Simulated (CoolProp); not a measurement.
Saturation properties of octamethyltrisiloxane (MDM).

The numbers come from the reference Helmholtz-energy equation of state, Thol 2017 in CoolProp.

```csv
T (K),p (kPa),liquid density (kg/m³),vapour density (kg/m³),liquid cp (kJ/(kg K)),surface tension (mN/m)
389.7,35.40,718.1,2.677,2.014,8.94
400.6,49.96,705.5,3.713,2.043,8.13
411.4,68.69,692.7,5.033,2.072,7.36
422.3,92.79,679.3,6.720,2.103,6.60
433.2,123.0,665.5,8.831,2.134,5.87
444,159.9,651.3,11.42,2.165,5.18
454.9,205.2,636.4,14.64,2.199,4.50
465.8,259.7,620.7,18.58,2.234,3.86
476.6,323.8,604.2,23.34,2.272,3.25
487.5,400.1,586.6,29.22,2.314,2.68
498.4,489.2,567.6,36.45,2.363,2.14
509.2,591.8,547.0,45.35,2.420,1.64
520.1,711.2,523.9,56.72,2.495,1.19
531,848.7,497.4,71.61,2.604,0.783
```

It boils at 425.6 K under 1 atm.

Surface tension comes from a separate correlation (Mulero 2014), older than this fluid's equation and unchecked against measurements.
